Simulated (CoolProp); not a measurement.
Vapour-liquid equilibrium of methanol (1) + acetone (2) at 385 K; x and y are mole fractions of (1).

Computed with CoolProp (multi-fluid Helmholtz-energy mixture model, de Reuck 1993 and Lemmon 2006; pair parameters Bell 2016).

```csv
x,"bubble pressure, mixture model (bar)","bubble pressure, Raoult's law (bar)","y, mixture model","y, Raoult's law"
0.05,5.113,5.000,0.068,0.051
0.2,5.383,5.011,0.239,0.202
0.35,5.548,5.023,0.381,0.353
0.5,5.619,5.034,0.508,0.504
0.65,5.597,5.045,0.630,0.653
0.8,5.472,5.057,0.763,0.802
0.95,5.205,5.068,0.930,0.951
```

The largest gap from Raoult's law is +11.6 % in bubble pressure, at x = 0.5. y crosses x between x = 0.5 and 0.65: the model has an azeotrope there.

Pair parameters are fitted to limited data, so mixtures are less certain than the pure fluids.
